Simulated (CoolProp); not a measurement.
Values from CoolProp's reference Helmholtz-energy equation of state, Span 2000.

### Question
Give the vapour pressure (bar), liquid density (kg/m³), vapour Z, liquid viscosity (µPa s) of saturated nitrogen at -170.45 °C.

### Answer
| T (°C) | p (bar) | liquid density (kg/m³) | vapour Z | liquid viscosity (µPa s) |
|---|---|---|---|---|
| -170.45 | 9.34 | 673 | 0.796 | 69.9 |

Viscosity comes from a separate model (Lemmon 2004).
